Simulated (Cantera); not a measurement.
An adiabatic, constant-volume homogeneous reactor starts with 4.01 % CH4, 4.01 % CO, 19.3 % O2, 72.7 % N2, equivalence ratio 0.52, at 1325 K and 0.237 atm.

Computed with Cantera and GRI-Mech 3.0 (53 species, 325 reactions).

### Question
Predict: time of steepest temperature rise; temperature at 2.00 s; equilibrium temperature; x(CO) at 2.00 s; x(O2) at 2.00 s; x(CO2) at 2.00 s; x(H) at 2.00 s; x(H2) at 2.00 s.

### Answer
```json
{
 "time_of_steepest_temperature_rise": "14.5 ms",
 "temperature at 2.00 s": "2480 K",
 "equilibrium_temperature": "2480 K",
 "x(CO) at 2.00 s": "0.0116 (gas-phase equilibrium 0.0116)",
 "x(O2) at 2.00 s": "0.0878 (gas-phase equilibrium 0.0878)",
 "x(CO2) at 2.00 s": "0.0692 (gas-phase equilibrium 0.0692)",
 "x(H) at 2.00 s": "0.00155 (gas-phase equilibrium 0.00155)",
 "x(H2) at 2.00 s": "0.00199 (gas-phase equilibrium 0.00199)"
}
```
